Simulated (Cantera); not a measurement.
Cantera run:

```python
import numpy as np
import cantera as ct

gas_names = """
    C CN CO CO2 C2 CCN CNC C2N2 C2O C3 C3O2 C4 C4N2 C5 N NCO NO NO2 NO3 N2 N2O O O2 O3 Si SiC SiC2 SiN
    SiO SiO2 Si2 Si2C Si2N Si3
""".split()
cond_names = """
    C(gr) Si(cr) Si(L) SiC(b) SiO2(Lqz) SiO2(hqz) SiO2(L) Si2N2O(s) Si3N4(a)
""".split()


def load(file, names, dense=False):
    # The tables refer to 1 bar. Condensed volumes are neglected.
    table = {s.name: s for s in ct.Species.list_from_file(file)}
    out = []
    for n in names:
        d = dict(table[n].input_data)
        d["thermo"] = dict(d["thermo"], **{"reference-pressure": 1e5})
        if dense:
            d["equation-of-state"] = {"model": "constant-volume", "density": "1e6 g/cm^3"}
        out.append(ct.Species.from_dict(d))
    return out


gas = ct.Solution(thermo="ideal-gas", species=load("nasa_gas.yaml", gas_names))
cond = {s.name: ct.Solution(thermo="fixed-stoichiometry", species=[s], name=s.name)
        for s in load("nasa_condensed.yaml", cond_names, dense=True)}
atoms = {
    'Si': {'Si': 1},
    'CO2': {'C': 1, 'O': 2},
    'N2': {'N': 2},
    'O2': {'O': 2},
}
top_T = {'C(gr)': 4500, 'SiC(b)': 3050, 'Si2N2O(s)': 2100, 'Si3N4(a)': 2400}  # K; cautious upper limits of use, not melting points


def equilibrate(T, P, feed):
    n = {}
    for name, mol in feed.items():
        for a, k in atoms[name].items():
            n[a] = n.get(a, 0.0) + k * mol
    gas.TPX = T, P, n
    mass = sum(n.values()) * gas.mean_molecular_weight
    gas.equilibrate("TP")
    valid = [c for c in cond.values() if c.min_temp <= T <= top_T.get(c.name, c.max_temp)]
    mix = ct.Mixture([(gas, mass / gas.mean_molecular_weight)] + [(c, 0.0) for c in valid])
    mix.T, mix.P = T, P
    mix.equilibrate("TP", solver="vcs", rtol=1e-11, max_steps=5000)
    return mix


results = []
feed = {'Si': 1, 'CO2': 2.9, 'N2': 4.1, 'O2': 0.0045}  # mol
P = 100000  # Pa
for T in [923, 1023, 1123, 1223, 1323, 1423, 1523, 1623, 1723, 1823, 1923, 2023, 2123, 2223]:
    mix = equilibrate(T, P, feed)
    results.append((T, P, feed, dict(zip(mix.species_names, mix.species_moles))))
    x = sorted(zip(gas.X, gas.species_names), reverse=True)
    print(f"T = {T:g} K  P = {P:g} Pa  gas = {mix.phase_moles(0):.4g} mol")
    print("   x: " + "  ".join(f"{s} {v:.3e}" for v, s in x if v > 1e-06))
    print("   condensed (mol): " + ("  ".join(f"{mix.phase(i).name} {mix.phase_moles(i):.4g}"
          for i in range(1, mix.n_phases) if mix.phase_moles(i) > 1e-12) or "none"))
```

Output:

```
T = 923 K  P = 100000 Pa  gas = 6.783 mol
   x: N2 6.045e-01  CO 2.294e-01  CO2 1.661e-01
   condensed (mol): C(gr) 0.2174  SiO2(hqz) 1
T = 1023 K  P = 100000 Pa  gas = 7 mol
   x: N2 5.857e-01  CO 2.844e-01  CO2 1.299e-01
   condensed (mol): SiO2(hqz) 1
T = 1123 K  P = 100000 Pa  gas = 7 mol
   x: N2 5.857e-01  CO 2.844e-01  CO2 1.299e-01
   condensed (mol): SiO2(hqz) 1
T = 1223 K  P = 100000 Pa  gas = 7 mol
   x: N2 5.857e-01  CO 2.844e-01  CO2 1.299e-01
   condensed (mol): SiO2(hqz) 1
T = 1323 K  P = 100000 Pa  gas = 7 mol
   x: N2 5.857e-01  CO 2.844e-01  CO2 1.299e-01
   condensed (mol): SiO2(hqz) 1
T = 1423 K  P = 100000 Pa  gas = 7 mol
   x: N2 5.857e-01  CO 2.844e-01  CO2 1.299e-01
   condensed (mol): SiO2(hqz) 1
T = 1523 K  P = 100000 Pa  gas = 7 mol
   x: N2 5.857e-01  CO 2.844e-01  CO2 1.299e-01
   condensed (mol): SiO2(hqz) 1
T = 1623 K  P = 100000 Pa  gas = 7 mol
   x: N2 5.857e-01  CO 2.844e-01  CO2 1.299e-01
   condensed (mol): SiO2(hqz) 1
T = 1723 K  P = 100000 Pa  gas = 7 mol
   x: N2 5.857e-01  CO 2.844e-01  CO2 1.299e-01
   condensed (mol): SiO2(L) 1
T = 1823 K  P = 100000 Pa  gas = 7 mol
   x: N2 5.857e-01  CO 2.844e-01  CO2 1.299e-01  SiO 1.913e-06  NO 1.004e-06
   condensed (mol): SiO2(L) 1
T = 1923 K  P = 100000 Pa  gas = 7 mol
   x: N2 5.857e-01  CO 2.844e-01  CO2 1.299e-01  SiO 1.048e-05  NO 3.573e-06
   condensed (mol): SiO2(L) 0.9999
T = 2023 K  P = 100000 Pa  gas = 7 mol
   x: N2 5.857e-01  CO 2.844e-01  CO2 1.299e-01  SiO 4.817e-05  NO 1.120e-05
   condensed (mol): SiO2(L) 0.9997
T = 2123 K  P = 100000 Pa  gas = 7.001 mol
   x: N2 5.856e-01  CO 2.842e-01  CO2 1.300e-01  SiO 1.903e-04  NO 3.152e-05  O 2.592e-06  O2 2.531e-06  SiO2 1.874e-06
   condensed (mol): SiO2(L) 0.9987
T = 2223 K  P = 100000 Pa  gas = 7.005 mol
   x: N2 5.852e-01  CO 2.837e-01  CO2 1.303e-01  SiO 6.579e-04  NO 8.094e-05  O2 1.048e-05  O 1.012e-05  SiO2 7.994e-06
   condensed (mol): SiO2(L) 0.9953
```

Method: chemical equilibrium by Gibbs-energy minimisation in Cantera with the NASA 1993 tables (ideal gas, pure condensed phases). The tables hold silica as quartz up to 1696 K and as liquid above; real silica turns to tridymite and cristobalite and melts near 1996 K.
